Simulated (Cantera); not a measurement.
An adiabatic, constant-volume homogeneous reactor starts with C₃H₈ : O₂ : N₂ : H₂O = 1 : 7.04 : 26.5 : 4.7 (molar parts), at 1723 K and 1500000 Pa. Integrator tolerance rtol = 1e-08.

Model: GRI-Mech 3.0 (53 species, 325 reactions), integrated in Cantera. GRI-Mech 3.0 was tuned for natural gas; its chemistry of propane as a main component is partial and can be far from experiment. The pressure lies above the range GRI-Mech 3.0 was tuned for (to about 10 atm).

Question: What does this change do: initial temperature 1723 to 1475 K?

Answer: 
| quantity | before | after |
|---|---|---|
| time of steepest temperature rise | 2.47 µs | 20.9 µs |
| temperature at 0.300 s | 2920 K | 2795 K |
| equilibrium temperature | 2920 K | 2795 K |
| x(C₃H₈) at 0.300 s | <1e-12 (gas-phase equilibrium <1e-12) | <1e-12 (gas-phase equilibrium <1e-12) |
| x(O₂) at 0.300 s | 0.0447 (gas-phase equilibrium 0.0447) | 0.0444 (gas-phase equilibrium 0.0444) |
| x(H₂O) at 0.300 s | 0.196 (gas-phase equilibrium 0.196) | 0.203 (gas-phase equilibrium 0.203) |
| x(OH) at 0.300 s | 0.0186 (gas-phase equilibrium 0.0186) | 0.0137 (gas-phase equilibrium 0.0137) |
| x(O) at 0.300 s | 0.00352 (gas-phase equilibrium 0.00352) | 0.00208 (gas-phase equilibrium 0.00208) |

Question: What does this change do: pressure from 1500000 Pa to 150000 Pa?

Answer: 
```json
[
 {"quantity": "time of steepest temperature rise", "before": "2.47 µs", "after": "11.6 µs"},
 {"quantity": "temperature at 0.300 s", "before": "2920 K", "after": "2770 K"},
 {"quantity": "equilibrium temperature", "before": "2920 K", "after": "2770 K"},
 {"quantity": "x(C₃H₈) at 0.300 s", "before": "<1e-12 (gas-phase equilibrium <1e-12)", "after": "<1e-12 (gas-phase equilibrium <1e-12)"},
 {"quantity": "x(O₂) at 0.300 s", "before": "0.0447 (gas-phase equilibrium 0.0447)", "after": "0.0488 (gas-phase equilibrium 0.0488)"},
 {"quantity": "x(H₂O) at 0.300 s", "before": "0.196 (gas-phase equilibrium 0.196)", "after": "0.186 (gas-phase equilibrium 0.186)"},
 {"quantity": "x(OH) at 0.300 s", "before": "0.0186 (gas-phase equilibrium 0.0186)", "after": "0.0233 (gas-phase equilibrium 0.0233)"},
 {"quantity": "x(O) at 0.300 s", "before": "0.00352 (gas-phase equilibrium 0.00352)", "after": "0.00672 (gas-phase equilibrium 0.00672)"}
]
```
